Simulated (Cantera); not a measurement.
Input: 1 mol AlN, 0.2 mol H2, equilibrated at 1000 Pa.

Cantera equilibrium calculation (NASA polynomials, part measured and part estimated; ideal gas, pure solids and liquids). Candidate condensed phases: Al, AlN; 13 gas species. Rates play no part. All values below are at 2577 °C.

Base state: Al 0.540, N2 0.271, H 0.161, H2 0.0274, AlH 0.000675, Al2 3.95e-5, N 2.62e-5 (mole fractions); condensed: gas only.

**Question.** What changes in the equilibrium state with this change: H2 from 0.2 to 0.09 mol?

**Answer.** 
```csv
species,before,after
Al,0.540,0.600
N2,0.271,0.300
H,0.161,0.0904
H2,0.0274,0.00864
AlH,0.000675,0.000421
Al2,3.95e-5,4.88e-5
N,2.62e-5,2.76e-5
```
